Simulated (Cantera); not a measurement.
Input: 1 mol SiH2Cl2, 24 mol N2, 53 mol H2, at 16.5 Torr.

Method: chemical equilibrium by Gibbs-energy minimisation in Cantera with the NASA 1993 tables (ideal gas, pure condensed phases). Candidate condensed phases: NH4Cl, Si, Si3N4; 28 gas species. N2 is the only nitrogen source here; it is nearly inert below about 1500 K, so the nitride shown seldom forms there in practice. Gases not in the tables: Si2H6 and higher silanes. The numbers say what is thermodynamically allowed, not how fast it happens.

**Question.** Which condensed phases are stable at each of these points (T (K)): 1373, 1473, 1573, 1673, 1773, 1873, 1973, 2073, 2173?

**Answer.** 
```
T (K)  condensed phases  Si condensed (%)
-----  ----------------  ----------------
1373           Si3N4(s)              99.9
1473           Si3N4(s)              99.4
1573           Si3N4(s)              97.7
1673           Si3N4(s)              93.2
1773           Si3N4(s)              83.2
1873              Si(l)              80.0
1973              Si(l)              70.8
2073              Si(l)              41.9
2173           gas only               0.0
```

From 1373 K to 1773 K the condensed part is Si3N4(s). From 1873 K to 2073 K the condensed part is Si(l). At 2173 K nothing is condensed.
